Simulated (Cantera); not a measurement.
Cantera run:

```python
import numpy as np
import cantera as ct

gas_names = """
    C CN CO CO2 C2 CCN CNC C2N2 C2O C3 C3O2 C4 C4N2 C5 Cu CuO Cu2 N NCO NO NO2 NO3 N2 N2O O O2 O3
""".split()
cond_names = """
    C(gr) Cu(cr) Cu(L) CuO(s) Cu2O(s) Cu2O(L)
""".split()


# ... load() reads the species with a 1 bar reference pressure and builds the phases ...
atoms = {
    'Cu2O': {'Cu': 2, 'O': 1},
    'C': {'C': 1},
    'N2': {'N': 2},
}
top_T = {'C(gr)': 4500, 'CuO(s)': 1390}  # K; cautious upper limits of use, not melting points


# ... equilibrate(T, P, feed) seeds the gas with the atoms and calls Mixture.equilibrate('TP', solver="vcs", rtol=1e-11, max_steps=5000) ...
results = []
T = 1198.15  # K
P = 1333.22  # Pa
for m in [0.8, 1.4, 2, 2.6, 3.1, 3.7, 4.3, 4.9, 5.5, 6.1]:
    feed = {'Cu2O': 1, 'C': m, 'N2': 1.1}  # mol
    mix = equilibrate(T, P, feed)
    results.append((T, P, feed, dict(zip(mix.species_names, mix.species_moles))))

top = {s: max(r[3][s] / sum(r[3][g] for g in gas_names) for r in results) for s in gas_names}
cols = sorted((s for s in top if top[s] > 1e-05), key=lambda s: -top[s])[:8]
seen = [c for c in cond_names if any(r[3].get(c, 0) > 1e-12 for r in results)]
print("log10 of partial pressures in bar; condensed amounts in mol")
print(f"{'n(C)':>10s}" + "".join(f"{s[:9]:>10s}" for s in cols + seen))
for T, P, feed, n in results:
    ng = sum(n[g] for g in gas_names)
    print(f"{feed['C']:10.4g}" + "".join(f"{np.log10(max(n[s] / ng * P / 1e5, 1e-99)):10.3f}" for s in cols)
          + "".join(f"{n.get(c, 0):10.4g}" for c in seen))
```

It prints:

```
log10 of partial pressures in bar; condensed amounts in mol
      n(C)        N2        CO       CO2     C(gr)    Cu(cr)
       0.8    -2.112    -2.376    -2.853         0         2
       1.4    -2.156    -2.197    -6.107    0.4001         2
         2    -2.156    -2.197    -6.107         1         2
       2.6    -2.156    -2.197    -6.107       1.6         2
       3.1    -2.156    -2.197    -6.107       2.1         2
       3.7    -2.156    -2.197    -6.107       2.7         2
       4.3    -2.156    -2.197    -6.107       3.3         2
       4.9    -2.156    -2.197    -6.107       3.9         2
       5.5    -2.156    -2.197    -6.107       4.5         2
       6.1    -2.156    -2.197    -6.107       5.1         2
```

Method: chemical equilibrium by Gibbs-energy minimisation in Cantera with the NASA 1993 tables (ideal gas, pure condensed phases).
